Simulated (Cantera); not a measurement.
A Cantera script and what it prints.

```python
import numpy as np
import cantera as ct

gas_names = """
    H HNO HNO2 HNO3 HO2 H2 H2O H2O2 N NH NH2 NH3 NH2OH NO NO2 NO3 N2 N2H2 N2H4 N2O O OH O2 O3 Si SiH
    SiH2 SiH3 SiH4 SiN SiO SiO2 Si2 Si2N Si3
""".split()
cond_names = """
    H2O(s) H2O(L) Si(cr) Si(L) SiO2(Lqz) SiO2(hqz) SiO2(L) Si2N2O(s) Si3N4(a)
""".split()


# ... load() reads the species with a 1 bar reference pressure and builds the phases ...
atoms = {
    'Si': {'Si': 1},
    'H2O': {'H': 2, 'O': 1},
    'N2': {'N': 2},
}
top_T = {'Si2N2O(s)': 2100, 'Si3N4(a)': 2400}  # K; cautious upper limits of use, not melting points


# ... equilibrate(T, P, feed) seeds the gas with the atoms and calls Mixture.equilibrate('TP', solver="vcs", rtol=1e-11, max_steps=5000) ...
results = []
feed = {'Si': 1, 'H2O': 0.0065, 'N2': 570}  # mol
T = 2098.15  # K
P = 0.11  # Pa
mix = equilibrate(T, P, feed)
results.append((T, P, feed, dict(zip(mix.species_names, mix.species_moles))))
print(gas.report(threshold=1e-05))
for i in range(1, mix.n_phases):
    print(f"{mix.phase(i).name:16s} {mix.phase_moles(i):12.5e} mol")
```

Output:

```
       temperature   2098.2 K
          pressure   0.11 Pa
           density   1.7664e-07 kg/m^3
  mean mol. weight   28.014 kg/kmol
   phase of matter   gas

                          1 kg             1 kmol
                     ---------------   ---------------
          enthalpy        2.1556e+06        6.0385e+07  J
   internal energy        1.5328e+06         4.294e+07  J
           entropy             13132        3.6788e+05  J/K
    Gibbs function       -2.5398e+07       -7.1148e+08  J
 heat capacity c_p            1290.6             36155  J/K
 heat capacity c_v            993.83             27841  J/K

                      mass frac. Y      mole frac. X     chem. pot. / RT
                     ---------------   ---------------   ---------------
                 H        8.1919e-07        2.2766e-05           -28.445
                N2           0.99824           0.99822           -40.825
                Si         0.0017439         0.0017395            -17.29
               SiO        1.7913e-05        1.1383e-05           -60.693
     [  +31 minor]        2.2302e-06        3.6981e-06

Si(L)             0.00000e+00 mol
SiO2(L)           0.00000e+00 mol
Si2N2O(s)         0.00000e+00 mol
Si3N4(a)          0.00000e+00 mol
```

Cantera equilibrium calculation (NASA polynomials, part measured and part estimated; ideal gas, pure solids and liquids).
